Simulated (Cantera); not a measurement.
Mixture: C3H8 : O2 : N2 : CO2 = 1 : 5 : 15 : 0.54 (molar parts), equivalence ratio 1.0, at 0.310 bar, adiabatic and at constant volume. Ignition delay is the time to a rise of 400 K.

Cantera simulation using GRI-Mech 3.0 (53 species, 325 reactions); the numbers are that mechanism's predictions, not measurements. GRI-Mech 3.0 was tuned for natural gas; its chemistry of propane as a main component is partial and can be far from experiment.

**Question.** Predict: delay at 1025 K; delay at 1100 K; delay at 1175 K; delay at 1250 K; delay at 1325 K; delay at 1400 K; apparent activation energy between 1250 and 1400 K.

**Answer.** 
| Property | Value |
|---|---|
| delay at 1025 K | 0.554 s |
| delay at 1100 K | 82.9 ms |
| delay at 1175 K | 14.8 ms |
| delay at 1250 K | 3.35 ms |
| delay at 1325 K | 0.987 ms |
| delay at 1400 K | 0.371 ms |
| apparent activation energy between 1250 and 1400 K | 210 kJ/mol |
